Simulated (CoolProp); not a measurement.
Ethanol along the isotherm 438.9 K: Z from the reference equation and from simpler models built on Tc = 514.7 K, pc = 6.268 MPa, ω = 0.644; each cubic takes its own stable root.

Model: reference Helmholtz-energy equation of state, Schroeder 2014, in CoolProp.

```csv
p (MPa),phase,reference
0.627,gas,0.9306
1.25,gas,0.8489
1.88,liquid,0.03796
2.51,liquid,0.05051
3.13,liquid,0.06278
3.76,liquid,0.07518
4.39,liquid,0.08751
5.01,liquid,0.09957
5.64,liquid,0.1118
6.27,liquid,0.1239
6.89,liquid,0.1358
7.52,liquid,0.1478
8.15,liquid,0.1598
8.78,liquid,0.1717
9.4,liquid,0.1834
```

Q: How far does each simpler model (van der Waals, Redlich-Kwong) lie from the reference over these 15 states: mean and median of the absolute difference, and the worst?

A: 
- van der Waals: mean 365.6 %, median 86.0 %, worst +2138.7 % at 438.9 K and 1.88 MPa
- Redlich-Kwong: mean 165.3 %, median 35.7 %, worst +2040.1 % at 438.9 K and 1.88 MPa

At some of these states van der Waals, Redlich-Kwong gives the other phase, because its saturation line lies elsewhere.
